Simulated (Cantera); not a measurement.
# Hydrocarbon pyrolysis for carbon deposition

An isothermal, constant-pressure homogeneous reactor starts with C2H6 : H2 = 1 : 13 (molar parts), at 1623 K and 0.00375 atm.

Cantera simulation using GRI-Mech 3.0 (53 species, 325 reactions); the numbers are that mechanism's predictions, not measurements. GRI-Mech 3.0 stops at C3 and has no aromatics, soot or wall deposition, so with more carbon than oxygen in the feed, carbon stays in small species such as C2H2 where larger ones or solid carbon would form. Radical loss at walls, strong at low pressure, is not modelled.

```tsv
t (s)	x C2H6	x H2	x CH4	x C2H2	x CH2	x H
0.000400	0.0590	0.921	0.00682	1.77e-5	4.17e-6	0.00145
0.00100	0.0306	0.903	0.0342	0.000614	1.38e-5	0.00327
0.00250	0.00140	0.881	0.0768	0.00717	1.63e-5	0.00577
0.00626	7.97e-5	0.885	0.0796	0.0171	8.44e-6	0.00362
0.0157	4.68e-5	0.889	0.0779	0.0235	4.29e-6	0.00226
0.0392	2.77e-5	0.893	0.0749	0.0273	2.19e-6	0.00147
0.0980	1.56e-5	0.896	0.0709	0.0301	1.09e-6	0.000979
0.245	9.09e-6	0.899	0.0658	0.0328	5.95e-7	0.000713
0.613	6.12e-6	0.904	0.0583	0.0363	4.39e-7	0.000638
1.53	3.92e-6	0.911	0.0456	0.0420	3.81e-7	0.000665
3.83	1.70e-6	0.921	0.0283	0.0498	3.02e-7	0.000739
9.59	4.27e-7	0.929	0.0129	0.0567	1.99e-7	0.000867
24.0	6.46e-8	0.934	0.00460	0.0604	1.00e-7	0.00101
60.0	8.28e-9	0.936	0.00158	0.0617	4.00e-8	0.00108
```
x: mole fraction; the columns are a selection and need not sum to one.

Equilibrium at this temperature and pressure: C2H6 2.60e-10, H2 0.936, CH4 0.000214, C2H2 0.0624, CH2 5.65e-9, H 0.00109 (gas phase only).
